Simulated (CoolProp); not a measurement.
Properties of fluorine along the isotherm 160.6 K.

Values from CoolProp's reference Helmholtz-energy equation of state, de Reuck 1990.

```csv
p (MPa),phase,speed of sound (m/s),isothermal compressibility (1/MPa),fugacity coefficient
0.187,gas,220.6,5.393,0.9917
0.374,gas,219.6,2.721,0.9834
0.561,gas,218.7,1.830,0.9751
0.749,gas,…,1.384,…
0.936,gas,216.7,1.119,0.9585
1.12,gas,215.7,0.9445,0.9503
1.31,gas,214.7,0.8163,0.9419
1.5,gas,213.7,0.7210,0.9335
1.68,gas,212.7,0.6508,0.9255
1.87,gas,211.6,0.5917,0.9171
2.06,gas,210.6,0.5438,0.9087
2.25,gas,209.6,0.5043,0.9003
2.43,gas,208.6,0.4728,0.8924
2.62,gas,207.6,…,0.8841
```

Fill in the missing entries.


- 0.749, speed of sound (m/s): 217.7
- 0.749, fugacity coefficient: 0.9668
- 2.62, isothermal compressibility (1/MPa): 0.4445
